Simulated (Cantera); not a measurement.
Input (Python, Cantera) and output of one run.

```python
import numpy as np
import cantera as ct

gas_names = """
    H HO2 H2 H2O H2O2 O OH O2 O3 Pb PbO Pb2
""".split()
cond_names = """
    H2O(s) H2O(L) Pb(cr) Pb(L) PbO(rd) PbO(yw) PbO(L) PbO2(s) Pb3O4(s)
""".split()


# ... load() reads the species with a 1 bar reference pressure and builds the phases ...
atoms = {
    'Pb': {'Pb': 1},
    'O2': {'O': 2},
    'H2': {'H': 2},
}
top_T = {'Pb3O4(s)': 820}  # K; cautious upper limits of use, not melting points


# ... equilibrate(T, P, feed) seeds the gas with the atoms and calls Mixture.equilibrate('TP', solver="vcs", rtol=1e-11, max_steps=5000) ...
results = []
feed = {'Pb': 1, 'O2': 0.013, 'H2': 36}  # mol
P = 133.322  # Pa
for T in [598, 673, 748, 823, 898, 973, 1048, 1123, 1198, 1273, 1348, 1423]:
    mix = equilibrate(T, P, feed)
    results.append((T, P, feed, dict(zip(mix.species_names, mix.species_moles))))
    x = sorted(zip(gas.X, gas.species_names), reverse=True)
    print(f"T = {T:g} K  P = {P:g} Pa  gas = {mix.phase_moles(0):.4g} mol")
    print("   x: " + "  ".join(f"{s} {v:.3e}" for v, s in x if v > 0.0001))
    print("   condensed (mol): " + ("  ".join(f"{mix.phase(i).name} {mix.phase_moles(i):.4g}"
          for i in range(1, mix.n_phases) if mix.phase_moles(i) > 1e-12) or "none"))
```

Output:

```
T = 598 K  P = 133.322 Pa  gas = 36 mol
   x: H2 9.993e-01  H2O 7.222e-04
   condensed (mol): Pb(cr) 1
T = 673 K  P = 133.322 Pa  gas = 36 mol
   x: H2 9.993e-01  H2O 7.222e-04
   condensed (mol): Pb(L) 1
T = 748 K  P = 133.322 Pa  gas = 36 mol
   x: H2 9.993e-01  H2O 7.222e-04
   condensed (mol): Pb(L) 0.9998
T = 823 K  P = 133.322 Pa  gas = 36 mol
   x: H2 9.992e-01  H2O 7.221e-04  Pb 1.007e-04
   condensed (mol): Pb(L) 0.9964
T = 898 K  P = 133.322 Pa  gas = 36.04 mol
   x: H2 9.983e-01  Pb 9.715e-04  H2O 7.215e-04
   condensed (mol): Pb(L) 0.965
T = 973 K  P = 133.322 Pa  gas = 36.24 mol
   x: H2 9.927e-01  Pb 6.561e-03  H2O 7.175e-04
   condensed (mol): Pb(L) 0.7622
T = 1048 K  P = 133.322 Pa  gas = 37 mol
   x: H2 9.723e-01  Pb 2.703e-02  H2O 7.027e-04
   condensed (mol): none
T = 1123 K  P = 133.322 Pa  gas = 37 mol
   x: H2 9.723e-01  Pb 2.703e-02  H2O 7.027e-04
   condensed (mol): none
T = 1198 K  P = 133.322 Pa  gas = 37 mol
   x: H2 9.723e-01  Pb 2.703e-02  H2O 7.027e-04
   condensed (mol): none
T = 1273 K  P = 133.322 Pa  gas = 37 mol
   x: H2 9.723e-01  Pb 2.703e-02  H2O 7.027e-04
   condensed (mol): none
T = 1348 K  P = 133.322 Pa  gas = 37 mol
   x: H2 9.722e-01  Pb 2.703e-02  H2O 7.027e-04
   condensed (mol): none
T = 1423 K  P = 133.322 Pa  gas = 37 mol
   x: H2 9.721e-01  Pb 2.702e-02  H2O 7.026e-04  H 1.794e-04
   condensed (mol): none
```

Equilibrium computed with Cantera from the NASA thermochemical tables; the gas is ideal and each condensed phase is pure.
